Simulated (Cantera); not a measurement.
An isothermal, constant-pressure homogeneous reactor starts with H2 : O2 : H2O = 0.022 : 1 : 0.046 (molar parts), equivalence ratio 0.011, at 900 K and 0.00760 bar.

Computed with Cantera and the H2/O2 subset of GRI-Mech 3.0, which has no nitrogen chemistry. Radical loss at walls, strong at low pressure, is not modelled. Below about 950 K walls govern HO2 and H2O2 in real vessels.

x: mole fraction; the columns are a selection and need not sum to one.

```tsv
t (s)	x H2	x O2	x H2O2	x OH	x O
1.00e-6	0.0206	0.936	<1e-12	<1e-12	<1e-12
3.63e-6	0.0206	0.936	<1e-12	<1e-12	<1e-12
1.32e-5	0.0206	0.936	<1e-12	<1e-12	<1e-12
4.80e-5	0.0206	0.936	<1e-12	<1e-12	<1e-12
0.000174	0.0206	0.936	<1e-12	<1e-12	<1e-12
0.000634	0.0206	0.936	<1e-12	1.07e-12	1.41e-12
0.00230	0.0206	0.936	<1e-12	7.81e-12	1.53e-11
0.00837	0.0206	0.936	<1e-12	2.82e-10	6.76e-10
0.0304	0.0204	0.936	1.54e-9	4.11e-5	9.87e-5
0.110	[?]	0.934	[?]	[?]	[?]
0.401	1.68e-5	0.936	3.87e-8	6.76e-5	0.000105
1.46	1.28e-6	0.936	1.67e-8	1.99e-5	8.89e-6
5.30	9.60e-8	0.936	6.08e-9	7.07e-6	1.10e-6
19.3	1.04e-8	0.936	2.25e-9	2.95e-6	1.91e-7
70.0	1.87e-9	0.936	8.43e-10	1.36e-6	4.11e-8
```

**Question.** Complete the blanks.

**Answer.** 
- 0.110, x H2: 0.000246
- 0.110, x H2O2: 6.67e-8
- 0.110, x OH: 0.000306
- 0.110, x O: 0.00152
